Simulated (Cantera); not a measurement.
An adiabatic, constant-volume homogeneous reactor starts with CH4 : O2 : N2 = 1 : 3.92 : 14.7 (molar parts), at 1475 K and 2480 Torr. Integrator tolerance rtol = 1e-08.

Cantera simulation using GRI-Mech 3.0 (53 species, 325 reactions); the numbers are that mechanism's predictions, not measurements.

Task: What does this change do: 0.095 parts H2 added?

Result: 
```json
[
 {"quantity": "time of steepest temperature rise", "before": "0.442 ms", "after": "0.285 ms"},
 {"quantity": "temperature at 4.00 s", "before": "2624 K", "after": "2643 K"},
 {"quantity": "equilibrium temperature", "before": "2624 K", "after": "2643 K"},
 {"quantity": "x(CH4) at 4.00 s", "before": "<1e-12 (gas-phase equilibrium <1e-12)", "after": "<1e-12 (gas-phase equilibrium <1e-12)"},
 {"quantity": "x(O2) at 4.00 s", "before": "0.0871 (gas-phase equilibrium 0.0871)", "after": "0.0844 (gas-phase equilibrium 0.0844)"},
 {"quantity": "x(CH2CO) at 4.00 s", "before": "<1e-12 (gas-phase equilibrium <1e-12)", "after": "<1e-12 (gas-phase equilibrium <1e-12)"},
 {"quantity": "x(CH3) at 4.00 s", "before": "<1e-12 (gas-phase equilibrium <1e-12)", "after": "<1e-12 (gas-phase equilibrium <1e-12)"},
 {"quantity": "x(O) at 4.00 s", "before": "0.00316 (gas-phase equilibrium 0.00316)", "after": "0.00338 (gas-phase equilibrium 0.00338)"},
 {"quantity": "x(CO2) at 4.00 s", "before": "0.0461 (gas-phase equilibrium 0.0461)", "after": "0.0456 (gas-phase equilibrium 0.0456)"}
]
```

Task: What does this change do: 1.7 parts CO2 added?

Result: 
```tsv
quantity	before	after
time of steepest temperature rise	0.442 ms	0.501 ms
temperature at 4.00 s	2624 K	2498 K
equilibrium temperature	2624 K	2498 K
x(CH4) at 4.00 s	<1e-12 (gas-phase equilibrium <1e-12)	<1e-12 (gas-phase equilibrium <1e-12)
x(O2) at 4.00 s	0.0871 (gas-phase equilibrium 0.0871)	0.0837 (gas-phase equilibrium 0.0837)
x(CH2CO) at 4.00 s	<1e-12 (gas-phase equilibrium <1e-12)	<1e-12 (gas-phase equilibrium <1e-12)
x(CH3) at 4.00 s	<1e-12 (gas-phase equilibrium <1e-12)	<1e-12 (gas-phase equilibrium <1e-12)
x(O) at 4.00 s	0.00316 (gas-phase equilibrium 0.00316)	0.00176 (gas-phase equilibrium 0.00176)
x(CO2) at 4.00 s	0.0461 (gas-phase equilibrium 0.0461)	0.119 (gas-phase equilibrium 0.119)
```
